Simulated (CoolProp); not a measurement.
Values from CoolProp's reference Helmholtz-energy equation of state, Lemmon 2016.

For R227EA, give the phase and the cp (kJ/(kg K)), isothermal compressibility (1/MPa), expansivity (1/kK) at 178 K and 139 bar; 202.1 K and 139 bar; 274.3 K and 139 bar.


- 178 K and 139 bar: liquid; cp 0.950, isothermal compressibility 0.000801, expansivity 1.47
- 202.1 K and 139 bar: liquid; cp 0.978, isothermal compressibility 0.00102, expansivity 1.56
- 274.3 K and 139 bar: liquid; cp 1.08, isothermal compressibility 0.00232, expansivity 1.93
